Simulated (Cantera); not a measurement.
A freely propagating, adiabatic, planar premixed flame of H₂ : O₂ : N₂ = 1 : 0.51 : 1.94 (molar parts), equivalence ratio 0.98, unburnt at 575 K and 0.930 bar; mixture-averaged transport, grid criteria slope 0.08 and curve 0.16, no radiation.

Detailed kinetics in Cantera: the H2/O2 subset of GRI-Mech 3.0, which has no nitrogen chemistry. Burning velocities carry a grid error of a few per cent, more on coarse grids.

Problem. What does this change do: O2 0.51 to 0.4 parts?

Solution. 
```tsv
quantity	before	after
laminar burning velocity	670 cm/s	627 cm/s
thermal thickness	0.512 mm	0.534 mm
peak x(OH)	0.0185	0.0109
peak x(H₂O₂)	1.69e-5	1.39e-5
peak x(HO₂)	0.000296	0.000251
peak x(H)	0.0576	0.0633
```

Problem. What does this change do: inlet temperature 575 to 673 K?

Solution. 
```csv
quantity,before,after
laminar burning velocity,670 cm/s,903 cm/s
thermal thickness,0.512 mm,0.547 mm
peak x(OH),0.0185,0.0200
peak x(H₂O₂),1.69e-5,7.33e-6
peak x(HO₂),0.000296,0.000227
peak x(H),0.0576,0.0636
```
